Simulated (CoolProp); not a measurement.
Vapour-liquid equilibrium of isohexane (1) + n-hexane (2) at 346.4 K; x and y are mole fractions of (1).

Model: multi-fluid Helmholtz-energy mixture model, Lemmon 2006 and Thol 2019; pair parameters Bell 2016, in CoolProp.

Task: Give the bubble pressure and the first vapour's composition at x = 0.2, 0.35, 0.95. Is there an azeotrope?

Result: x = 0.2: 0.1240 MPa, y = 0.245; x = 0.35: 0.1294 MPa, y = 0.409; x = 0.95: 0.1492 MPa, y = 0.959. No azeotrope shows between x = 0.05 and 0.95.

The pair parameters rest on a limited set of measurements; away from them the model extrapolates.
